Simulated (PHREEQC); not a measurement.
0.024 g of hydrous ferric oxide (600 m²/g; 0.2 weak and 0.005 strong sites per Fe, Dzombak-Morel constants, diffuse double layer) in 1 kg of water with 0.05 mol/kgw of an inert sodium salt and 7.5e-05 mol/kgw MgCl2, at 25 °C; the pH is set by adding NaOH or the inert anion's acid. O2 is buffered at 0.21 atm. The system is closed to CO2. Nothing may precipitate in this run.

The series has 13 steps of pH, from 3 to 9.

The numbers come from PHREEQC with the ion-association model, wateq4f.dat.

At which pH does the surface charge pass through zero?

Near pH 8.4.

The oxide is taken as insoluble; below pH 4 it would dissolve.
